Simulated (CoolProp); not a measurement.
Aqueous potassium formate as a coolant, 12 % by mass, freezing at -6.1 °C, 1 atm.

Computed with CoolProp (Melinder's fits for secondary coolants).

| T (°C) | density (kg/m³) | cp (kJ/(kg K)) | conductivity (W/(m K)) | viscosity (mPa s) |
|---|---|---|---|---|
| 2.2 | 1076 | 3.729 | 0.549 | 1.90 |
| 9.4 | 1075 | 3.732 | 0.559 | 1.56 |
| 16.7 | 1073 | 3.735 | 0.569 | 1.30 |
| 24 | 1071 | 3.740 | 0.579 | 1.10 |
| 31.2 | 1068 | 3.744 | 0.589 | 0.950 |
| 38.5 | 1066 | 3.749 | 0.599 | 0.823 |
